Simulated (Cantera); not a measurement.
A Cantera script and what it prints.

```python
import numpy as np
import cantera as ct

gas_names = """
    CL CL2 H HCL H2 Si SiCL SiCL2 SiCL3 SiCL4 SiH SiHCL3 SiH2 SiH2CL2 SiH3 SiH3CL SiH4 Si2 Si3
""".split()
cond_names = """
    Si(cr) Si(L)
""".split()


def load(file, names, dense=False):
    # The tables refer to 1 bar. Condensed volumes are neglected.
    table = {s.name: s for s in ct.Species.list_from_file(file)}
    out = []
    for n in names:
        d = dict(table[n].input_data)
        d["thermo"] = dict(d["thermo"], **{"reference-pressure": 1e5})
        if dense:
            d["equation-of-state"] = {"model": "constant-volume", "density": "1e6 g/cm^3"}
        out.append(ct.Species.from_dict(d))
    return out


gas = ct.Solution(thermo="ideal-gas", species=load("nasa_gas.yaml", gas_names))
cond = {s.name: ct.Solution(thermo="fixed-stoichiometry", species=[s], name=s.name)
        for s in load("nasa_condensed.yaml", cond_names, dense=True)}
atoms = {
    'SiHCl3': {'Si': 1, 'H': 1, 'CL': 3},
    'Cl2': {'CL': 2},
    'H2': {'H': 2},
}
top_T = {}  # K; cautious upper limits of use, not melting points


def equilibrate(T, P, feed):
    n = {}
    for name, mol in feed.items():
        for a, k in atoms[name].items():
            n[a] = n.get(a, 0.0) + k * mol
    gas.TPX = T, P, n
    mass = sum(n.values()) * gas.mean_molecular_weight
    gas.equilibrate("TP")
    valid = [c for c in cond.values() if c.min_temp <= T <= top_T.get(c.name, c.max_temp)]
    mix = ct.Mixture([(gas, mass / gas.mean_molecular_weight)] + [(c, 0.0) for c in valid])
    mix.T, mix.P = T, P
    mix.equilibrate("TP", solver="vcs", rtol=1e-11, max_steps=5000)
    return mix


results = []
T = 1575  # K
P = 133.322  # Pa
for m in [19, 26, 37, 52, 72, 100, 140, 200, 270]:
    feed = {'SiHCl3': 1, 'Cl2': 0.027, 'H2': m}  # mol
    mix = equilibrate(T, P, feed)
    results.append((T, P, feed, dict(zip(mix.species_names, mix.species_moles))))

top = {s: max(r[3][s] / sum(r[3][g] for g in gas_names) for r in results) for s in gas_names}
cols = sorted((s for s in top if top[s] > 1e-05), key=lambda s: -top[s])[:9]
seen = [c for c in cond_names if any(r[3].get(c, 0) > 1e-12 for r in results)]
print("log10 of partial pressures in bar; condensed amounts in mol")
print(f"{'n(H2)':>10s}" + "".join(f"{s[:9]:>10s}" for s in cols + seen))
for T, P, feed, n in results:
    ng = sum(n[g] for g in gas_names)
    print(f"{feed['H2']:10.4g}" + "".join(f"{np.log10(max(n[s] / ng * P / 1e5, 1e-99)):10.3f}" for s in cols)
          + "".join(f"{n.get(c, 0):10.4g}" for c in seen))
```

Output:

```
log10 of partial pressures in bar; condensed amounts in mol
     n(H2)        H2       HCL     SiCL2         H     SiCL3        CL      SiCL        Si    Si(cr)
        19    -2.929    -3.937    -4.414    -5.846    -6.689    -6.954    -7.114    -7.241    0.3864
        26    -2.917    -4.024    -4.601    -5.840    -6.970    -7.047    -7.208    -7.241    0.4681
        37    -2.906    -4.130    -4.825    -5.834    -7.305    -7.159    -7.320    -7.241    0.5567
        52    -2.898    -4.241    -5.053    -5.830    -7.648    -7.273    -7.434    -7.241    0.6361
        72    -2.892    -4.352    -5.282    -5.827    -7.991    -7.388    -7.548    -7.241    0.7041
       100    -2.888    -4.471    -5.523    -5.825    -8.353    -7.508    -7.669    -7.241    0.7634
       140    -2.885    -4.597    -5.780    -5.824    -8.737    -7.636    -7.797    -7.241    0.8138
       200    -2.882    -4.736    -6.060    -5.822    -9.158    -7.776    -7.937    -7.241    0.8557
       270    -2.880    -4.856    -6.301    -5.822    -9.520    -7.897    -8.058    -7.241    0.8823
```

These are equilibrium values from Cantera (NASA tables, ideal gas, pure condensed phases), not measurements of a reactor. The tables' values for SiCl3, SiCl are old estimates; treat these amounts as uncertain.
